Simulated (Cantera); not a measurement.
An adiabatic, constant-pressure homogeneous reactor starts with H2 : O2 : N2 = 1.3 : 0.833 : 6.92 (molar parts), equivalence ratio 0.78, at 1323 K and 3450 Torr.

Detailed kinetics in Cantera: the H2/O2 subset of GRI-Mech 3.0, which has no nitrogen chemistry. The hydrogen kinetics of GRI-Mech 3.0 are dated; newer H2 mechanisms differ, most at raised pressure.

Q: Predict: time of steepest temperature rise; temperature at 6.00 s; equilibrium temperature; x(H2) at 6.00 s; x(O2) at 6.00 s; x(H) at 6.00 s; x(H2O) at 6.00 s; x(H2O2) at 6.00 s; x(OH) at 6.00 s.

A: 
```json
{
 "time_of_steepest_temperature_rise": "11.1 µs",
 "temperature at 6.00 s": "2316 K",
 "equilibrium_temperature": "2316 K",
 "x(H2) at 6.00 s": "0.00111 (gas-phase equilibrium 0.00111)",
 "x(O2) at 6.00 s": "0.0212 (gas-phase equilibrium 0.0212)",
 "x(H) at 6.00 s": "0.000165 (gas-phase equilibrium 0.000165)",
 "x(H2O) at 6.00 s": "0.151 (gas-phase equilibrium 0.151)",
 "x(H2O2) at 6.00 s": "2.18e-7 (gas-phase equilibrium 2.18e-7)",
 "x(OH) at 6.00 s": "0.00370 (gas-phase equilibrium 0.00370)"
}
```
